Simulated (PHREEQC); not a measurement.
**Cooling-tower water (model solution)**

Synthetic water in mg/L, 25 °C, pH 6.29, pe 9.7: Na 174; K 55.5; Ca 111; Mg 129; Cl 35.9; S(6) as SO4 967; Alkalinity as HCO3 157; N(5) as NO3 4.69; Pb 0.994.

Valence states are taken as typed.

Model: ion-association model, wateq4f.dat, run in PHREEQC.

Each row changes one thing in this solution. This is a speciation only: nothing precipitates in the calculation.

```json
[
 {"case": "as made", "ionic strength (mol/kgw)": "0.0321", "SO4-2 (mol/kgw)": "0.00741", "Mg+2 (mol/kgw)": "0.00355", "HCO3- (mol/kgw)": "0.00248", "CO2 (mol/kgw)": "0.00242", "Ca+2 (mol/kgw)": "0.00195", "SI of Gypsum (CaSO4:2H2O)": "-0.82", "SI of Anglesite (PbSO4)": "-0.92"},
 {"case": "pH from 6.29 to 5.5 at the same alkalinity", "ionic strength (mol/kgw)": "0.0321", "SO4-2 (mol/kgw)": "0.00740", "Mg+2 (mol/kgw)": "0.00355", "HCO3- (mol/kgw)": "0.00248", "CO2 (mol/kgw)": "0.0149", "Ca+2 (mol/kgw)": "0.00195", "SI of Gypsum (CaSO4:2H2O)": "-0.82", "SI of Anglesite (PbSO4)": "-0.77"},
 {"case": "temperature from 25 to 45 °C at the same typed pH", "ionic strength (mol/kgw)": "0.0300", "SO4-2 (mol/kgw)": "0.00686", "Mg+2 (mol/kgw)": "0.00307", "HCO3- (mol/kgw)": "0.00247", "CO2 (mol/kgw)": "…", "Ca+2 (mol/kgw)": "…", "SI of Gypsum (CaSO4:2H2O)": "-0.84", "SI of Anglesite (PbSO4)": "-1.10"},
 {"case": "all concentrations times 4 at the same typed pH", "ionic strength (mol/kgw)": "0.112", "SO4-2 (mol/kgw)": "0.0252", "Mg+2 (mol/kgw)": "0.0115", "HCO3- (mol/kgw)": "0.00942", "CO2 (mol/kgw)": "0.00830", "Ca+2 (mol/kgw)": "0.00651", "SI of Gypsum (CaSO4:2H2O)": "-0.07", "SI of Anglesite (PbSO4)": "-0.41"}
]
```

Question: Some entries are withheld; supply them.

Answer: 
- temperature from 25 to 45 °C at the same typed pH, CO2 (mol/kgw): 0.00209
- temperature from 25 to 45 °C at the same typed pH, Ca+2 (mol/kgw): 0.00190

Some of these states are supersaturated (in Cerrusite, for instance). Constants without temperature data keep their 25 °C values here.
